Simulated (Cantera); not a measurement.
Charge: 1 mol BN, 11 mol O2, 64 mol N2, 2.4 mol H2O, held at 1423.15 K and 13.3 mbar.

Equilibrium computed with Cantera from the NASA thermochemical tables; the gas is ideal and each condensed phase is pure. Gases not in the tables: H3BO3. Equilibrium is a limit: real reactors are often held back by kinetics, nucleation or transport.

```tsv
species	before	after
N2	0.830	0.860
O2	0.132	0.136
HBO2	0.0125	0.00194
H2O	0.0246	0.000361
OH	5.02e-5	6.13e-6
B2O3	0.000186	0.000309
BO2	3.16e-5	4.10e-5
NO	0.000669	0.000693
B2O3(l), mol	0	0.403
```
Gas species are given as mole fractions.

Question: Name the change that produced these shifts.
A) temperature from 1423.15 K to 1148.15 K
B) H2O from 2.4 to 0.1 mol
C) temperature from 1423.15 K to 1950 K
D) temperature from 1423.15 K to 875 K

Answer: B, H2O from 2.4 to 0.1 mol
